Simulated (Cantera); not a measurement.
Input: 1 mol Si2Cl6, 10 mol N2, a varied amount of H2, equilibrated at 1275 K and 1.00 bar.

Method: chemical equilibrium by Gibbs-energy minimisation in Cantera with the NASA 1993 tables (ideal gas, pure condensed phases). Candidate condensed phases: NH4Cl, Si, Si3N4; 28 gas species. The feed counts by its element totals alone. N2 is the only nitrogen source here; it is nearly inert below about 1500 K, so the nitride shown seldom forms there in practice. The tables' values for SiCl3 are old estimates; treat these amounts as uncertain. Rates play no part.

**Question.** At 4.7 mol H2, list the 5 most abundant gas species with their mole fractions, and the condensed phases.

**Answer.** N2 0.555, HCl 0.252, H2 0.164, SiCl4 0.0287, SiHCl3 0.000753. Condensed: Si3N4(s).
